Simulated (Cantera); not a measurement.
An isothermal, constant-pressure homogeneous reactor starts with 36.8 % CH4, 58.8 % H2O, 4.41 % H2, at 1675 K and 975 Torr.

Computed with Cantera and GRI-Mech 3.0 (53 species, 325 reactions).

x: mole fraction; the columns are a selection and need not sum to one.

```
t (s)       x CH4  x H2O    x H2    x C2H6     x CH3     x HCO      x C2H4
--------  -------  -----  ------  --------  --------  --------  ----------
5.00e-5     0.366  0.588  0.0447  0.000182  0.000641  1.63e-10  (withheld)
0.000220    0.361  0.587  0.0483   0.00122   0.00108   3.36e-9  (withheld)
0.000967    0.331  0.577  0.0759   0.00170   0.00120   1.01e-8  (withheld)
0.00425     0.244  0.536   0.172  0.000700  0.000797   6.11e-9  (withheld)
0.0187      0.124  0.473   0.310  0.000152  0.000388   3.26e-9     0.00305
0.0823     0.0498  0.398   0.423   2.46e-5  0.000158   3.32e-9     0.00313
0.362      0.0318  0.288   0.521   9.20e-6   9.28e-5   7.73e-9  (withheld)
1.59       0.0182  0.178   0.613   2.72e-6   4.83e-5   1.44e-8  (withheld)
7.00      0.00516  0.126   0.661   2.11e-7   1.32e-5   1.82e-8  (withheld)
```

### Question
Complete the blanks.

### Answer

- 5.00e-5, x C2H4: 5.49e-5
- 0.000220, x C2H4: 0.00110
- 0.000967, x C2H4: 0.00768
- 0.00425, x C2H4: 0.00594
- 0.362, x C2H4: 0.00233
- 1.59, x C2H4: 0.000847
- 7.00, x C2H4: 6.88e-5
